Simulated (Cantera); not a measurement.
## Boron, boron nitride and boron oxide: B2H6 + N2

Input: 1 mol B2H6, 4.2 mol N2, at 52.0 Pa.

Method: chemical equilibrium by Gibbs-energy minimisation in Cantera with the NASA 1993 tables (ideal gas, pure condensed phases). Candidate condensed phases: B, BN; 15 gas species. The feed counts by its element totals alone. N2 is the only nitrogen source here; it is nearly inert below about 1500 K, so the nitride shown seldom forms there in practice. The tables' values for BH2 are old estimates; treat these amounts as uncertain. Rates play no part.

From 1425 K to 2025 K the condensed part is BN(s). At 2075 K the condensed part is B(s).

```csv
T (K),x N2,x H2,x H,x B,x BH2,x BH,n BN(s),n B(s)
1425,0.516,0.484,0.000208,<1e-12,3.32e-9,<1e-12,2.00,0
1475,0.516,0.484,0.000396,5.60e-12,1.18e-8,2.76e-12,2.00,0
1525,0.516,0.483,0.000721,4.84e-11,3.86e-8,1.73e-11,2.00,0
1575,0.516,0.483,0.00127,3.65e-10,1.17e-7,9.59e-11,2.00,0
1625,0.516,0.482,0.00215,2.43e-9,3.30e-7,4.79e-10,2.00,0
1675,0.515,0.481,0.00353,1.44e-8,8.74e-7,2.17e-9,2.00,0
1725,0.515,0.480,0.00564,7.69e-8,2.19e-6,8.97e-9,2.00,0
1775,0.514,0.477,0.00877,3.74e-7,5.18e-6,3.42e-8,2.00,0
1825,0.513,0.474,0.0133,1.66e-6,1.17e-5,1.21e-7,2.00,0
1875,0.511,0.469,0.0197,6.84e-6,2.51e-5,3.99e-7,2.00,0
1925,0.509,0.463,0.0285,2.61e-5,5.16e-5,1.23e-6,2.00,0
1975,0.506,0.454,0.0404,9.31e-5,0.000102,3.60e-6,2.00,0
2025,0.502,0.442,0.0561,0.000312,0.000192,9.90e-6,2.00,0
2075,0.562,0.366,0.0707,0.000853,0.000259,2.07e-5,0,1.99
```
x: gas mole fraction; n: condensed amount in mol.
